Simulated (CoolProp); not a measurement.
Aqueous lithium chloride as a coolant, at 14 °C, 1 atm.

Model: Melinder's fits for secondary coolants, in CoolProp.

```csv
mass %,freezing point (°C),viscosity (mPa s),conductivity (W/(m K)),Prandtl number,density (kg/m³)
5.6,-5.8,1.40,0.574,…,1032
7.7,-8.7,1.50,0.569,…,1044
9.7,-11.7,1.61,…,10.5,1055
11.8,-15.6,1.74,0.561,11.1,1068
13.9,-20.7,1.89,0.556,11.8,…
16,…,…,0.552,…,1093
18.1,-35.3,2.24,0.548,13.5,1105
20.2,-44.8,2.45,0.544,14.5,1118
```

Fill in the missing entries.


- 5.6, Prandtl number: 9.47
- 7.7, Prandtl number: 9.95
- 9.7, conductivity (W/(m K)): 0.565
- 13.9, density (kg/m³): 1080
- 16, freezing point (°C): -27.2
- 16, viscosity (mPa s): 2.05
- 16, Prandtl number: 12.6
